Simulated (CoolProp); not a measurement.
Vapour pressure (kPa) of 1,2-dichloroethane: the reference equation beside estimates from Tc = 561.6 K, pc = 5226 kPa, ω = 0.269. Clausius-Clapeyron is anchored at 430.6 K with a constant enthalpy of vaporisation of 27.35 kJ/mol.

Model: reference Helmholtz-energy equation of state, Thol 2015, in CoolProp.

```csv
T (K),reference,Lee-Kesler,Clausius-Clapeyron,van der Waals,Redlich-Kwong,Soave-Redlich-Kwong,Peng-Robinson
375.3,175.9,174.3,213.4,823.5,305.2,174.4,174.9
386.4,237.2,236.5,274.5,959.0,394.5,236.4,236.1
397.4,313.1,313.7,347.4,1107,500.5,313.5,312.1
408.5,407.4,409.8,435.1,1271,626.8,409.6,406.7
419.5,520.7,525.5,537.4,1448,772.8,525.7,520.8
430.6,657.7,665.4,657.7,1642,942.9,666.5,659.2
441.6,818.7,829.7,795.6,1849,1136,832.5,822.4
452.7,1009,1024,955.0,2075,1357,1030,1016
463.8,1232,1250,1136,2318,1605,1260,1243
474.8,1486,1509,1339,2575,1880,1523,1503
485.9,1780,1808,1569,2851,2189,1828,1804
```

Absolute difference from the reference over all 11 rows, mean and median: Lee-Kesler 1.0 and 1.2 %, Clausius-Clapeyron 8.7 and 7.8 %, van der Waals 174.4 and 149.7 %, Redlich-Kwong 45.3 and 43.4 %, Soave-Redlich-Kwong 1.4 and 1.3 %, Peng-Robinson 0.6 and 0.5 %.
